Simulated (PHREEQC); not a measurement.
A PHREEQC input (ion-association model, wateq4f.dat):

```
SOLUTION 1
  temp 25
  units mg/kgw
  pH 6.37
  pe 12.3
  Na 0.59
  K 0.0265
  Ca 1.14
  Mg 0.454
  Cl 2.55
  S(6) 2.01 as SO4
  Alkalinity 0.272
  Li 0.000399
  Ni 0.0346
  O(0) 0.00414
  Br 0.0103
END
USE solution 1
EQUILIBRIUM_PHASES 1
  Quartz 0 0.5
  CO2(g) -3.4 10
END
```

The run finishes without an error or a warning.

Its last state differs from that of the intended input:

```json
[
 {"quantity": "pH", "as run": "6.02", "intended": "5.96"},
 {"quantity": "NiCO3 (mol/kgw)", "as run": "1.25e-9", "intended": "9.46e-10"},
 {"quantity": "CO3-2 (mol/kgw)", "as run": "3.27e-10", "intended": "2.47e-10"},
 {"quantity": "CaCO3 (mol/kgw)", "as run": "1.37e-11", "intended": "1.04e-11"}
]
```

Problem. One thing in the input isn't as intended. What explains the difference?

Solution. Several could match; the one computed here: The fault: 'as HCO3' left off the alkalinity, which is then read as CaCO3.
